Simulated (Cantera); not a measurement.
## Ammonia decomposition in nitride growth gas

An isothermal, constant-pressure homogeneous reactor starts with NH3 : H2 = 1 : 0.13 (molar parts), at 2248 K and 1.01 bar.

Computed with Cantera and the gas-phase N/H chemistry of the illustrative SiF4/NH3 mechanism in the Surface Chemkin manual (1991). Walls and surfaces, which speed up NH3 decomposition in real reactors, are not modelled.

```tsv
t (s)	x NH3	x H2	x NH	x NH2	x N	x N2H2
0.000200	0.813	0.165	6.38e-5	0.00337	2.57e-6	1.98e-5
0.000406	0.747	0.214	6.52e-5	0.00312	3.00e-6	1.70e-5
0.000825	0.633	0.298	6.54e-5	0.00272	3.54e-6	1.31e-5
0.00168	0.467	0.420	6.26e-5	0.00217	4.10e-6	8.43e-6
0.00340	0.272	0.563	5.47e-5	0.00149	4.56e-6	4.19e-6
0.00691	0.107	0.685	4.10e-5	0.000784	4.85e-6	1.39e-6
0.0140	0.0196	0.748	2.32e-5	0.000248	4.87e-6	2.12e-7
0.0285	0.00113	0.759	5.27e-6	2.82e-5	2.21e-6	4.69e-9
0.0579	0.000219	0.759	1.14e-6	5.77e-6	5.02e-7	2.06e-10
0.118	8.14e-5	0.760	4.24e-7	2.15e-6	1.88e-7	3.04e-11
0.239	3.58e-5	0.760	1.87e-7	9.46e-7	8.27e-8	7.57e-12
0.485	1.71e-5	0.760	8.89e-8	4.50e-7	3.94e-8	3.32e-12
0.985	8.84e-6	0.760	4.61e-8	2.33e-7	2.04e-8	2.41e-12
2.00	5.51e-6	0.760	2.87e-8	1.45e-7	1.27e-8	2.21e-12
```
x: mole fraction; the columns are a selection and need not sum to one.

Equilibrium at this temperature and pressure: NH3 4.53e-6, H2 0.760, NH 2.36e-8, NH2 1.20e-7, N 1.04e-8, N2H2 2.16e-12 (gas phase only).
